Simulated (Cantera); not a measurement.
Mixture: C3H8 : O2 : N2 = 1 : 10.9 : 40.9 (molar parts), at 2500000 Pa, adiabatic and at constant pressure. Ignition delay is the time to a rise of 400 K.

Computed with Cantera and GRI-Mech 3.0 (53 species, 325 reactions). GRI-Mech 3.0 was tuned for natural gas; its chemistry of propane as a main component is partial and can be far from experiment. The pressure lies above the range GRI-Mech 3.0 was tuned for (to about 10 atm).

Task: What does this change do: pressure from 2500000 Pa to 500000 Pa?

Result: 
```csv
quantity,before,after
delay at 1198 K,0.757 ms,2.45 ms
delay at 1298 K,0.163 ms,0.418 ms
delay at 1398 K,41.2 µs,95.2 µs
delay at 1498 K,12.9 µs,29.7 µs
delay at 1598 K,5.04 µs,12.3 µs
delay at 1698 K,2.37 µs,6.35 µs
delay at 1798 K,1.31 µs,3.90 µs
apparent activation energy between 1598 and 1798 K,160 kJ/mol,140 kJ/mol
```

Task: What does this change do: 0.23 parts H2 added?

Result: 
| quantity | before | after |
|---|---|---|
| delay at 1198 K | 0.757 ms | 0.473 ms |
| delay at 1298 K | 0.163 ms | 0.125 ms |
| delay at 1398 K | 41.2 µs | 35.3 µs |
| delay at 1498 K | 12.9 µs | 11.7 µs |
| delay at 1598 K | 5.04 µs | 4.68 µs |
| delay at 1698 K | 2.37 µs | 2.23 µs |
| delay at 1798 K | 1.31 µs | 1.24 µs |
| apparent activation energy between 1598 and 1798 K | 160 kJ/mol | 160 kJ/mol |
